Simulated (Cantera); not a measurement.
A closed system holds: 1 mol Si(CH3)4, 0.15 mol C3H8, 530 mol H2, equilibrated at 0.0300 bar.

These are equilibrium values from Cantera (NASA tables, ideal gas, pure condensed phases), not measurements of a reactor. Candidate condensed phases: C, C6H6, C7H8, C8H18, Si, SiC; 87 gas species. Gases not in the tables: Si2H6 and higher silanes. Equilibrium is a limit: real reactors are often held back by kinetics, nucleation or transport.

Task: Which condensed phases are stable at each of these points (T (K)): 1698, 1848, 1998, 2148, 2298, 2448, 2598?

Result: 
```csv
T (K),condensed phases,Si condensed (%)
1698,C(graphite) + SiC(s),100.0
1848,C(graphite) + SiC(s),99.5
1998,C(graphite) + SiC(s),94.6
2148,C(graphite) + SiC(s),53.0
2298,gas only,0.0
2448,gas only,0.0
2598,gas only,0.0
```

From 1698 K to 2148 K the condensed part is C(graphite) + SiC(s). From 2298 K to 2598 K nothing is condensed.
